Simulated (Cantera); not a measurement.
An adiabatic, constant-volume homogeneous reactor starts with CH4 : H2 : O2 : N2 = 1 : 0.27 : 3.75 : 14.1 (molar parts), equivalence ratio 0.57, at 1450 K and 1.00 bar. Integrator tolerance rtol = 1e-08.

Cantera simulation using GRI-Mech 3.0 (53 species, 325 reactions); the numbers are that mechanism's predictions, not measurements.

What does this change do: constant pressure in place of constant volume?


| quantity | before | after |
|---|---|---|
| time of steepest temperature rise | 0.477 ms | 0.501 ms |
| temperature at 0.300 s | 2638 K | 2468 K |
| equilibrium temperature | 2638 K | 2468 K |
| x(CH4) at 0.300 s | <1e-12 (gas-phase equilibrium <1e-12) | <1e-12 (gas-phase equilibrium <1e-12) |
| x(H2) at 0.300 s | 0.00323 (gas-phase equilibrium 0.00323) | 0.00203 (gas-phase equilibrium 0.00203) |
| x(O2) at 0.300 s | 0.0754 (gas-phase equilibrium 0.0754) | 0.0774 (gas-phase equilibrium 0.0774) |
| x(CO) at 0.300 s | 0.00864 (gas-phase equilibrium 0.00864) | 0.00527 (gas-phase equilibrium 0.00527) |
| x(C2H6) at 0.300 s | <1e-12 (gas-phase equilibrium <1e-12) | <1e-12 (gas-phase equilibrium <1e-12) |
| x(C2H) at 0.300 s | <1e-12 (gas-phase equilibrium <1e-12) | <1e-12 (gas-phase equilibrium <1e-12) |
